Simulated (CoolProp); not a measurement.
A simple Rankine cycle with R227EA: condensing at 297.15 K, boiler at 1.16 MPa, turbine inlet 334.6 K, turbine efficiency 0.65, pump efficiency 0.6, no recuperator. Each further row changes one setting.

Computed with CoolProp (reference Helmholtz-energy equation of state, Lemmon 2016).

| case | thermal efficiency (%) | net work (kJ/kg) | heat in (kJ/kg) | turbine exit temperature (K) | volume ratio over the turbine |
|---|---|---|---|---|---|
| as stated | 5.4 | ? | 134 | 313.3 | ? |
| turbine inlet 354.6 K | ? | 8.24 | 155 | ? | 2.83 |
| condensing temperature 289.15 K | 6.5 | 9.36 | 143 | 309.0 | ? |
| boiler pressure 0.812 MPa | ? | 5.08 | 140 | 322.9 | 1.92 |
| turbine efficiency 0.55 | 4.5 | 6.00 | 134 | 314.7 | 2.99 |

**Question.** Fill in the missing entries.

**Answer.** 
- as stated, net work (kJ/kg): 7.25
- as stated, volume ratio over the turbine: 2.97
- turbine inlet 354.6 K, thermal efficiency (%): 5.3
- turbine inlet 354.6 K, turbine exit temperature (K): 335.5
- condensing temperature 289.15 K, volume ratio over the turbine: 3.87
- boiler pressure 0.812 MPa, thermal efficiency (%): 3.6
